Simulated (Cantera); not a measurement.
Thermodynamics of boron, boron nitride and boron oxide, feed BCl3 + O2 + H2O

Input: 1 mol BCl3, 0.68 mol O2, 0.44 mol H2O.

Cantera equilibrium calculation (NASA polynomials, part measured and part estimated; ideal gas, pure solids and liquids). Candidate condensed phases: B, B2O3, B3O3H3, H2O; 33 gas species. The tables' values for BCl2 are old estimates. Gases not in the tables: H3BO3. Kinetics and transport are ignored.

### Question
Map the stable condensed phases over T = 927, 1002, 1077, 1152, 1227, 1302, 1377, 1452, 1527, 1602 °C and P in Pa = 10, 37, 140, 520, 1900, 7200, 27000, 100000.

### Answer
```
T in °C \ P in Pa
             10     37    140    520   1900   7200  27000 100000
   1602       A      A      A      A      A      A      B      B
   1527       A      A      A      A      A      B      B      B
   1452       A      A      A      A      B      B      B      B
   1377       A      A      A      B      B      B      B      B
   1302       A      A      B      B      B      B      B      B
   1227       A      B      B      B      B      B      B      B
   1152       B      B      B      B      B      B      B      B
   1077       B      B      B      B      B      B      B      B
   1002       B      B      B      B      B      B      B      B
    927       B      B      B      B      B      B      B      B
```
A: gas only; B: B2O3.
